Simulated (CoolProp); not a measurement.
Saturation properties of n-nonane.

Computed with CoolProp (reference Helmholtz-energy equation of state, Lemmon 2006). It is a short technical equation, of lower accuracy than the large ones.

```
T (K)  p (MPa)  liquid density (kg/m³)  liquid cp (kJ/(kg K))  vapour Z  surface tension (mN/m)  liquid conductivity (mW/(m K))
-----  -------  ----------------------  ---------------------  --------  ----------------------  ------------------------------
432.7   0.1271                   600.8                  2.773    0.9317                    10.4                            96.0
451.2   0.1981                   582.9                  2.860    0.9069                    8.95                            92.5
469.7   0.2964                   563.9                  2.951    0.8765                    7.52                            89.2
488.1   0.4275                   543.6                  3.048    0.8400                    6.15                            86.0
506.6   0.5997                   521.3                  3.157    0.7960                    4.83                            82.7
525.1   0.8203                   496.3                  3.286    0.7429                    3.59                            79.3
543.6    1.098                   467.1                  3.461    0.6776                    2.43                            75.8
562      1.444                   430.9                  3.758    0.5943                    1.38                            72.0
```

It boils at 423.9 K under 1 atm.

Thermal conductivity comes from a separate model (Huber 2005). Surface tension comes from a separate correlation (Mulero 2012).
